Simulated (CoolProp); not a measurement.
Model: reference Helmholtz-energy equation of state, Lemmon 2005, in CoolProp. It is a short technical equation, of lower accuracy than the large ones.

Task: For 1-butene, give the phase and the cp (kJ/(kg K)), cv (kJ/(kg K)) at 211.35 °C and 0.0195 MPa.

Result: 
- 211.35 °C and 0.0195 MPa: gas; cp 2.24, cv 2.10
